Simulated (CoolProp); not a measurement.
Values from CoolProp's reference Helmholtz-energy equation of state, Span 2000.

Question: Give the vapour pressure (MPa), enthalpy of vaporisation (kJ/kg), liquid conductivity (mW/(m K)) of saturated nitrogen at -162.65 °C.

Answer: 
```json
[
 {"T (°C)": "-162.65", "p (MPa)": "1.51", "enthalpy of vaporisation (kJ/kg)": "133", "liquid conductivity (mW/(m K))": "79.5"}
]
```

Thermal conductivity comes from a separate model (Lemmon 2004).
